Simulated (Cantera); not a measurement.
Mixture: CO : H2 : CH4 : O2 : N2 = 1 : 0.037 : 1.4 : 3.02 : 11.3 (molar parts), equivalence ratio 1.1, at 0.990 bar, adiabatic and at constant volume. Ignition delay is the time to a rise of 400 K.

Cantera simulation using GRI-Mech 3.0 (53 species, 325 reactions); the numbers are that mechanism's predictions, not measurements.

Q: At T0 = 1175 K, what is the delay, and which 7 reactions control it most (d ln τ / d ln k, from doubling and halving each rate constant)?

A: The delay is 61.2 ms.
```
reaction                  d ln τ / d ln k   faster rate
------------------------  ---------------  ------------
2 CH3 (+M) <=> C2H6 (+M)             0.85  lengthens it
H + O2 <=> O + OH                   -0.53   shortens it
CH3 + O2 <=> CH2O + OH              -0.48   shortens it
CH3 + HO2 <=> CH3O + OH             -0.38   shortens it
CH3 + O2 <=> CH3O + O               -0.37   shortens it
CO + HO2 <=> CO2 + OH                0.30  lengthens it
CH4 + OH <=> CH3 + H2O               0.30  lengthens it
```
